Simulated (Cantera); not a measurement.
Charge: 1 mol SiO₂, 0.0032 mol Si, 3.2 mol H₂, held at 7.20 bar.

Equilibrium computed with Cantera from the NASA thermochemical tables; the gas is ideal and each condensed phase is pure. Candidate condensed phases: H₂O, Si, SiO₂; 18 gas species. Mutual solubility and eutectic melting of coexisting phases are not modelled. The tables hold silica as quartz up to 1696 K and as liquid above; real silica turns to tridymite and cristobalite and melts near 1996 K. Gases not in the tables: Si(OH)₄, Si₂H₆ and higher silanes. The numbers say what is thermodynamically allowed, not how fast it happens.

### Question
Which condensed phases are stable at each of these points (T (°C)): 1352, 1452, 1552, 1652, 1752, 1852, 1952, 2052, 2152, 2252?

### Answer
| T (°C) | condensed phases | Si condensed (%) |
|---|---|---|
| 1352 | Si(s) + SiO₂(β-quartz) | 99.8 |
| 1452 | SiO₂(condensed) | 99.4 |
| 1552 | SiO₂(condensed) | 99.3 |
| 1652 | SiO₂(condensed) | 99.0 |
| 1752 | SiO₂(l) | 98.4 |
| 1852 | SiO₂(l) | 97.1 |
| 1952 | SiO₂(l) | 94.8 |
| 2052 | SiO₂(l) | 90.9 |
| 2152 | SiO₂(l) | 84.6 |
| 2252 | SiO₂(l) | 74.9 |

At 1352 °C the condensed part is Si(s) + SiO₂(β-quartz). From 1452 °C to 1652 °C the condensed part is SiO₂(condensed). From 1752 °C to 2252 °C the condensed part is SiO₂(l). The share of Si in condensed phases is highest at 1352 °C (99.8 %) and lowest at 2252 °C (74.9 %).
